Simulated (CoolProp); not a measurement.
Vapour-liquid equilibrium of propylene (1) + isobutane (2) at 239.3 K; x and y are mole fractions of (1).

Values from CoolProp's multi-fluid Helmholtz-energy mixture model, Lemmon 2013 and Bücker 2006; pair parameters Bell 2016.

```tsv
x	bubble pressure (MPa)	y at the bubble point	dew pressure at overall composition x (MPa)	liquid density (mol/L)
0.05	0.04870	0.235	0.04066	10.76
0.125	0.05926	0.408	0.04361	10.96
0.2	0.06726	0.510	0.04698	11.18
0.275	0.07427	0.585	0.05086	11.42
0.35	0.08116	0.651	0.05533	11.66
0.425	0.08851	0.712	0.06050	11.91
0.5	0.09674	0.770	0.06645	12.18
0.575	0.1062	0.825	0.07325	12.45
0.65	0.1171	0.875	0.08104	12.73
0.725	0.1296	0.917	0.09019	13.02
0.8	0.1435	0.951	0.1016	13.31
0.875	0.1583	0.976	0.1172	13.60
0.95	0.1730	0.993	0.1430	13.89
```

No azeotrope shows between x = 0.05 and 0.95.

The pair parameters rest on a limited set of measurements; away from them the model extrapolates. The gap from Raoult's law changes sign with composition, which may be real or a fault of the pair parameters; it wasn't checked against measurements.
